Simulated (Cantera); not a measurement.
Cantera run, input and output.

```python
import numpy as np
import cantera as ct

gas = ct.Solution("h2o2.yaml")
gas.TPX = 1400, 2666, {'H2': 0.042, 'O2': 1}
reactor = ct.IdealGasConstPressureReactor(gas, energy="off", clone=False)
net = ct.ReactorNet([reactor])
net.rtol, net.atol = 1e-08, 1e-18
show = ['H2', 'O2', 'H2O', 'H2O2', 'H', 'OH', 'O']
times = np.geomspace(0.0006, 3, 14)

steps = ct.SolutionArray(gas, extra=["t"])
rows = []
print(f"{'t/s':>10s}{'T/K':>9s}{'P/Pa':>11s}" + "".join(f"{s:>11s}" for s in show))
for t in times:
    while net.time < t:
        t_next = net.step()
        steps.append(gas.state, t=t_next)
    rows.append([np.interp(t, steps.t, y) for y in (steps.T, steps.P, *steps(*show).X.T)])
    print(f"{t:10.3e}{rows[-1][0]:9.1f}{rows[-1][1]:11.4g}" + "".join(f"{x:11.3e}" for x in rows[-1][2:]))
rate = np.gradient(steps.T, steps.t)
print("integrator steps:", len(steps.t))
if steps.T.max() > steps.T[0] + 200:
    print(f"time of steepest temperature rise: {steps.t[rate.argmax()]:.4e} s")
gas.TPX = 1400, 2666, {'H2': 0.042, 'O2': 1}
gas.equilibrate("TP")
print(f"equilibrium (TP): T = {gas.T:.1f} K  " + "  ".join(f"{s} {gas[s].X[0]:.3e}" for s in show))
```

Output:

```
       t/s      T/K       P/Pa         H2         O2        H2O       H2O2          H         OH          O
 6.000e-04   1400.0       2666  2.634e-02  9.482e-01  1.015e-02  9.664e-08  2.421e-03  5.207e-03  7.688e-03
 1.155e-03   1400.0       2666  6.656e-04  9.251e-01  3.512e-02  8.905e-08  3.990e-03  5.092e-03  3.007e-02
 2.224e-03   1400.0       2666  5.443e-04  9.262e-01  3.562e-02  8.224e-08  3.614e-03  4.774e-03  2.923e-02
 4.283e-03   1400.0       2666  5.064e-04  9.287e-01  3.600e-02  8.111e-08  3.215e-03  4.610e-03  2.699e-02
 8.247e-03   1400.0       2666  4.424e-04  9.327e-01  3.663e-02  7.876e-08  2.586e-03  4.318e-03  2.329e-02
 1.588e-02   1400.0       2666  3.459e-04  9.387e-01  3.753e-02  7.391e-08  1.751e-03  3.829e-03  1.789e-02
 3.058e-02   1400.0       2666  2.268e-04  9.457e-01  3.860e-02  6.476e-08  9.079e-04  3.112e-03  1.150e-02
 5.887e-02   1400.0       2666  1.182e-04  9.518e-01  3.957e-02  5.063e-08  3.346e-04  2.254e-03  5.891e-03
 1.134e-01   1400.0       2666  4.911e-05  9.557e-01  4.025e-02  3.424e-08  8.837e-05  1.456e-03  2.418e-03
 2.183e-01   1400.0       2666  1.745e-05  9.576e-01  4.065e-02  2.013e-08  1.859e-05  8.698e-04  8.534e-04
 4.203e-01   1400.0       2666  5.848e-06  9.583e-01  4.086e-02  1.064e-08  3.598e-06  5.043e-04  2.850e-04
 8.092e-01   1400.0       2666  2.000e-06  9.586e-01  4.098e-02  5.283e-09  7.198e-07  2.953e-04  9.741e-05
 1.558e+00   1400.0       2666  7.349e-07  9.587e-01  4.104e-02  2.588e-09  1.605e-07  1.792e-04  3.580e-05
 3.000e+00   1400.0       2666  3.038e-07  9.588e-01  4.108e-02  1.356e-09  4.275e-08  1.153e-04  1.481e-05
integrator steps: 1518
equilibrium (TP): T = 1400.0 K  H2 1.169e-07  O2 9.588e-01  H2O 4.110e-02  H2O2 7.348e-10  H 1.026e-08  OH 7.162e-05  O 5.712e-06
```

Cantera simulation using the H2/O2 subset of GRI-Mech 3.0, which has no nitrogen chemistry; the numbers are that mechanism's predictions, not measurements. Radical loss at walls, strong at low pressure, is not modelled. The temperature is held fixed by assumption; the heat of reaction is taken as removed at once.
